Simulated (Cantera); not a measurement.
Feed: 1 mol BF3, 0.19 mol NH3, 17 mol H2O, held at 1625 °C and 0.180 Torr.

These are equilibrium values from Cantera (NASA tables, ideal gas, pure condensed phases), not measurements of a reactor. Rates play no part.

```
species    before     after
-------  --------  --------
H2O         0.720     0.591
HF          0.134     0.228
H2         0.0485    0.0485
BOF        0.0157    0.0440
O2         0.0151    0.0101
HBO2       0.0332    0.0449
OH         0.0135    0.0111
H          0.0111    0.0111
B2O3     0.000135  0.000301
N2        0.00469   0.00854
F         8.18e-6   1.39e-5
HBO       8.55e-6   1.41e-5
BO        3.15e-5   5.19e-5
BO2      0.000755   0.00102
```
Gas species are given as mole fractions.

### Question
Name the change that produced these shifts.
(A) pressure from 0.180 Torr to 75.0 Torr
(B) H2O from 17 to 1.7 mol
(C) H2O from 17 to 8.4 mol
(D) NH3 from 0.19 to 2.1 mol

### Answer
C, H2O from 17 to 8.4 mol
